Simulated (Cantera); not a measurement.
What does this Cantera script print?

```python
import numpy as np
import cantera as ct

gas = ct.Solution("gri30.yaml")
gas.TPX = 2000, 5800, {'CH4': 0.037, 'H2': 1, 'H': 0.011}
reactor = ct.IdealGasConstPressureReactor(gas, energy="off", clone=False)
net = ct.ReactorNet([reactor])
net.rtol, net.atol = 1e-08, 1e-18
show = ['CH4', 'H2', 'H', 'CH3', 'C2H2']
times = np.geomspace(0.0004, 3, 11)

steps = ct.SolutionArray(gas, extra=["t"])
rows = []
print(f"{'t/s':>10s}{'T/K':>9s}{'P/Pa':>11s}" + "".join(f"{s:>11s}" for s in show))
for t in times:
    while net.time < t:
        t_next = net.step()
        steps.append(gas.state, t=t_next)
    rows.append([np.interp(t, steps.t, y) for y in (steps.T, steps.P, *steps(*show).X.T)])
    print(f"{t:10.3e}{rows[-1][0]:9.1f}{rows[-1][1]:11.4g}" + "".join(f"{x:11.3e}" for x in rows[-1][2:]))
rate = np.gradient(steps.T, steps.t)
print("integrator steps:", len(steps.t))
if steps.T.max() > steps.T[0] + 200:
    print(f"time of steepest temperature rise: {steps.t[rate.argmax()]:.4e} s")
gas.TPX = 2000, 5800, {'CH4': 0.037, 'H2': 1, 'H': 0.011}
gas.equilibrate("TP")
print(f"equilibrium (TP): T = {gas.T:.1f} K  " + "  ".join(f"{s} {gas[s].X[0]:.3e}" for s in show))
```

It prints:

```
       t/s      T/K       P/Pa        CH4         H2          H        CH3       C2H2
 4.000e-04   2000.0       5800  2.908e-02  9.604e-01  5.758e-03  3.408e-03  1.103e-03
 9.763e-04   2000.0       5800  2.670e-02  9.623e-01  5.303e-03  2.879e-03  2.573e-03
 2.383e-03   2000.0       5800  2.250e-02  9.651e-01  5.013e-03  2.290e-03  4.961e-03
 5.815e-03   2000.0       5800  1.616e-02  9.686e-01  5.111e-03  1.673e-03  8.388e-03
 1.419e-02   2000.0       5800  9.049e-03  9.722e-01  5.500e-03  1.006e-03  1.219e-02
 3.464e-02   2000.0       5800  3.920e-03  9.746e-01  6.005e-03  4.751e-04  1.494e-02
 8.455e-02   2000.0       5800  1.475e-03  9.756e-01  6.420e-03  1.911e-04  1.627e-02
 2.063e-01   2000.0       5800  5.528e-04  9.760e-01  6.636e-03  7.400e-05  1.677e-02
 5.036e-01   2000.0       5800  2.286e-04  9.761e-01  6.705e-03  3.092e-05  1.695e-02
 1.229e+00   2000.0       5800  1.275e-04  9.761e-01  6.719e-03  1.728e-05  1.700e-02
 3.000e+00   2000.0       5800  1.114e-04  9.761e-01  6.720e-03  1.510e-05  1.701e-02
integrator steps: 1060
equilibrium (TP): T = 2000.0 K  CH4 1.111e-04  H2 9.761e-01  H 6.721e-03  CH3 1.507e-05  C2H2 1.701e-02
```

Cantera simulation using GRI-Mech 3.0 (53 species, 325 reactions); the numbers are that mechanism's predictions, not measurements. GRI-Mech 3.0 stops at C3 and has no aromatics, soot or wall deposition, so with more carbon than oxygen in the feed, carbon stays in small species such as C2H2 where larger ones or solid carbon would form.
